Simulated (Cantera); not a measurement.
A freely propagating, adiabatic, planar premixed flame of H2 : O2 : N2 = 1 : 0.847 : 3.19 (molar parts), equivalence ratio 0.59, unburnt at 473 K and 5.00 bar; mixture-averaged transport, grid criteria slope 0.08 and curve 0.16, no radiation.

Cantera simulation using the H2/O2 subset of GRI-Mech 3.0, which has no nitrogen chemistry; the numbers are that mechanism's predictions, not measurements. The hydrogen kinetics of GRI-Mech 3.0 are dated; newer H2 mechanisms differ, most at raised pressure. Burning velocities carry a grid error of a few per cent, more on coarse grids. Lean hydrogen flames are cellular in practice and burn faster than this planar one.

What does this change do: N2 3.19 to 2.4 parts?


```tsv
quantity	before	after
laminar burning velocity	107 cm/s	223 cm/s
thermal thickness	0.0730 mm	0.0534 mm
peak x(H)	0.00278	0.00716
peak x(H2O2)	0.000178	0.000157
peak x(HO2)	0.000703	0.00102
```
